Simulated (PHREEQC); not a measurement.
A PHREEQC speciation (ion-association model, wateq4f.dat) at 20 °C gives pH 4.64 and these molalities:

```csv
species,mol/kgw
Cl-,0.247
Ni+2,0.0958
Cu+2,0.0402
NiSO4,0.0230
SO4-2,0.0228
NiCl+,0.0153
CuSO4,0.00915
NiCl2,0.00592
CuCl+,0.00535
CuCl2,0.000261
H+,2.99e-5
Ni(SO4)2-2,2.44e-5
Cu2(OH)2+2,1.85e-5
HSO4-,1.47e-5
CuOH+,6.82e-6
```

Question: What are the element totals, and what could have been dissolved in 1 kg of water to give them?

Answer: Several could match; the one computed here: totals Cl 0.280, Cu(2) 0.0550, Ni 0.140, S(6) 0.0550 mol/kgw, from 55 mmol/kgw CuSO4 and 140 mmol/kgw NiCl2.

No solid was allowed to form. Saturation is exceeded, for instance for Atacamite, Antlerite; the values hold only as long as no solid forms.
